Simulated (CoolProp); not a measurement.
The fluoroketone C6F12O (FK-5-1-12) at several states: Z from the reference equation and from simpler models built on Tc = 441.8 K, pc = 1.869 MPa, ω = 0.471; each cubic takes its own stable root.

The numbers come from the reference Helmholtz-energy equation of state, McLinden 2015 in CoolProp.

```
T (K)  p (MPa)   phase  reference
-----  -------  ------  ---------
282.1      2.6  liquid     0.2111
358.1     4.83  liquid     0.3546
228.8   0.0187  liquid   0.001728
```

Problem. How far does each simpler model (van der Waals, Redlich-Kwong, Soave-Redlich-Kwong, Peng-Robinson) lie from the reference over these 3 states: mean and median of the absolute difference, and the worst?

Solution. 
- van der Waals: mean 19037.4 %, median 66.4 %, worst +56989.1 % at 228.8 K and 0.0187 MPa
- Redlich-Kwong: mean 15.2 %, median 15.2 %, worst +16.1 % at 228.8 K and 0.0187 MPa
- Soave-Redlich-Kwong: mean 9.4 %, median 9.0 %, worst +10.9 % at 228.8 K and 0.0187 MPa
- Peng-Robinson: mean 2.8 %, median 3.2 %, worst -3.9 % at 358.1 K and 4.83 MPa

At some of these states van der Waals gives the other phase, because its saturation line lies elsewhere.
